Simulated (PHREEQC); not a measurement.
Solution (20 °C): 0.034 mol NH4HSO4 per kg of water. It is in equilibrium with CO2 at log p = -3.4 (atm). Otherwise closed; pH follows from the charge balance.

Model: ion-association model, wateq4f.dat, run in PHREEQC.

Precipitation was switched off in this run.

Estimate the pH, ionic strength.

pH 1.77; ionic strength 0.0688 mol/kgw.

In which forms is S present?

SO4-2 51 %, HSO4- 40 %, NH4SO4- 8.6 % of the S.
